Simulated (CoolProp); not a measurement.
Vapour-liquid equilibrium of carbon dioxide (1) + R22 (2) at 246.8 K; x and y are mole fractions of (1).

The numbers come from the multi-fluid Helmholtz-energy mixture model, Span 1996 and Kamei 1995; pair parameters Bell 2016 in CoolProp.

```json
[
 {"x": "0.05", "bubble pressure, mixture model (bar)": "2.420", "bubble pressure, Raoult's law (bar)": "2.617", "y, mixture model": "0.241", "y, Raoult's law": "0.308"},
 {"x": "0.15", "bubble pressure, mixture model (bar)": "3.558", "bubble pressure, Raoult's law (bar)": "4.037", "y, mixture model": "0.526", "y, Raoult's law": "0.598"},
 {"x": "0.25", "bubble pressure, mixture model (bar)": "4.817", "bubble pressure, Raoult's law (bar)": "5.457", "y, mixture model": "(withheld)", "y, Raoult's law": "0.738"},
 {"x": "0.35", "bubble pressure, mixture model (bar)": "6.170", "bubble pressure, Raoult's law (bar)": "6.878", "y, mixture model": "(withheld)", "y, Raoult's law": "0.820"},
 {"x": "0.45", "bubble pressure, mixture model (bar)": "7.590", "bubble pressure, Raoult's law (bar)": "8.298", "y, mixture model": "0.846", "y, Raoult's law": "0.874"},
 {"x": "0.55", "bubble pressure, mixture model (bar)": "9.056", "bubble pressure, Raoult's law (bar)": "9.718", "y, mixture model": "0.892", "y, Raoult's law": "0.912"},
 {"x": "0.65", "bubble pressure, mixture model (bar)": "10.55", "bubble pressure, Raoult's law (bar)": "11.14", "y, mixture model": "(withheld)", "y, Raoult's law": "0.940"},
 {"x": "0.75", "bubble pressure, mixture model (bar)": "12.08", "bubble pressure, Raoult's law (bar)": "12.56", "y, mixture model": "0.952", "y, Raoult's law": "0.962"},
 {"x": "0.85", "bubble pressure, mixture model (bar)": "13.65", "bubble pressure, Raoult's law (bar)": "13.98", "y, mixture model": "0.973", "y, Raoult's law": "0.980"},
 {"x": "0.95", "bubble pressure, mixture model (bar)": "15.27", "bubble pressure, Raoult's law (bar)": "15.40", "y, mixture model": "(withheld)", "y, Raoult's law": "0.994"}
]
```

Task: Fill in the missing entries.

Result: 
- 0.25, y, mixture model: 0.684
- 0.35, y, mixture model: 0.782
- 0.65, y, mixture model: 0.925
- 0.95, y, mixture model: 0.992

The largest gap from Raoult's law is -11.9 % in bubble pressure, at x = 0.15. No azeotrope shows between x = 0.05 and 0.95.

Pair parameters are fitted to limited data, so mixtures are less certain than the pure fluids.
